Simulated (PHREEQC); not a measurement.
Solution A (0.13 mol/kgw HF, 7.5e-05 mol/kgw NH4F and 0.016 mol/kgw H3PO4) is mixed with solution B (0.16 mol HF, 0.0093 mol H2SiF6, 0.00083 mol H3BO3 and 0.11 mol HCl per kg of water) at 25 °C; shares are by mass of water, 1 kg in all. Oxygen alone is held at its pressure in air (log pO2 = -0.68). No CO2 enters from the air. Solids allowed: Quartz. Others were left out.

Model: ion-association model, wateq4f.dat, run in PHREEQC.

| share of solution B | pH | H3PO4 (mol/kgw) | H2PO4- (mol/kgw) |
|---|---|---|---|
| 0 | 1.92 | 0.00976 | 0.00624 |
| 0.1 | 1.72 | 0.0102 | 0.00417 |
| 0.2 | 1.55 | 0.00993 | 0.00287 |
| 0.3 | 1.43 | 0.00917 | 0.00203 |
| 0.4 | 1.33 | 0.00814 | 0.00146 |
| 0.5 | 1.25 | 0.00695 | 0.00105 |
| 0.6 | 1.18 | 0.00566 | 0.000738 |
| 0.7 | 1.12 | 0.00430 | 0.000496 |
| 0.8 | 1.06 | 0.00290 | 0.000300 |
| 0.9 | 1.02 | 0.00146 | 0.000137 |
| 1 | 0.97 | 0 | 0 |

wateq4f.dat counts part of the HF as a dimer, H2F2, which phreeqc.dat doesn't know; its constant is uncertain. H3PO4, which wateq4f.dat lacks, is added to it with the constant of phreeqc.dat. SiF6-2 is the database's only silicon fluoride. Real BF4- forms and hydrolyses slowly; the run takes it at equilibrium.
